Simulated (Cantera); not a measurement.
What does this Cantera script print?

```python
import numpy as np
import cantera as ct

gas = ct.Solution("gri30.yaml")
gas.TPX = 1550, 260000, {'CH3OH': 0.0032, 'O2': 0.011, 'N2': 1}
reactor = ct.IdealGasConstPressureReactor(gas, energy="off", clone=False)
net = ct.ReactorNet([reactor])
net.rtol, net.atol = 1e-08, 1e-18
show = ['CH3OH', 'O2', 'H2', 'HO2', 'N2O']
times = np.geomspace(0.0008, 300, 12)

steps = ct.SolutionArray(gas, extra=["t"])
rows = []
print(f"{'t/s':>10s}{'T/K':>9s}{'P/Pa':>11s}" + "".join(f"{s:>11s}" for s in show))
for t in times:
    while net.time < t:
        t_next = net.step()
        steps.append(gas.state, t=t_next)
    rows.append([np.interp(t, steps.t, y) for y in (steps.T, steps.P, *steps(*show).X.T)])
    print(f"{t:10.3e}{rows[-1][0]:9.1f}{rows[-1][1]:11.4g}" + "".join(f"{x:11.3e}" for x in rows[-1][2:]))
rate = np.gradient(steps.T, steps.t)
print("integrator steps:", len(steps.t))
if steps.T.max() > steps.T[0] + 200:
    print(f"time of steepest temperature rise: {steps.t[rate.argmax()]:.4e} s")
gas.TPX = 1550, 260000, {'CH3OH': 0.0032, 'O2': 0.011, 'N2': 1}
gas.equilibrate("TP")
print(f"equilibrium (TP): T = {gas.T:.1f} K  " + "  ".join(f"{s} {gas[s].X[0]:.3e}" for s in show))
```

Result:

```
       t/s      T/K       P/Pa      CH3OH         O2         H2        HO2        N2O
 8.000e-04   1550.0    2.6e+05  3.542e-19  6.371e-03  1.151e-04  1.949e-06  7.966e-07
 2.569e-03   1550.0    2.6e+05 -9.291e-22  6.138e-03  2.176e-05  6.731e-07  1.087e-06
 8.252e-03   1550.0    2.6e+05  1.439e-20  6.098e-03  3.493e-06  1.221e-07  9.056e-07
 2.650e-02   1550.0    2.6e+05 -3.160e-20  6.098e-03  6.383e-07  1.975e-08  2.396e-07
 8.512e-02   1550.0    2.6e+05 -2.217e-20  6.099e-03  2.168e-07  7.022e-09  4.112e-08
 2.734e-01   1550.0    2.6e+05 -7.712e-23  6.100e-03  1.820e-07  6.146e-09  3.231e-08
 8.780e-01   1550.0    2.6e+05 -8.280e-29  6.100e-03  1.819e-07  6.143e-09  3.229e-08
 2.820e+00   1550.0    2.6e+05  8.387e-30  6.100e-03  1.819e-07  6.143e-09  3.229e-08
 9.056e+00   1550.0    2.6e+05  2.324e-29  6.099e-03  1.819e-07  6.143e-09  3.229e-08
 2.908e+01   1550.0    2.6e+05  1.788e-29  6.099e-03  1.819e-07  6.143e-09  3.229e-08
 9.341e+01   1550.0    2.6e+05  1.794e-29  6.098e-03  1.819e-07  6.142e-09  3.229e-08
 3.000e+02   1550.0    2.6e+05  1.792e-29  6.093e-03  1.820e-07  6.138e-09  3.228e-08
integrator steps: 1947
equilibrium (TP): T = 1550.0 K  CH3OH 1.881e-29  O2 5.954e-03  H2 1.841e-07  HO2 6.034e-09  N2O 3.194e-08
```

Computed with Cantera and GRI-Mech 3.0 (53 species, 325 reactions). GRI-Mech 3.0 was tuned for natural gas; its chemistry of methanol as a main component is partial and can be far from experiment.
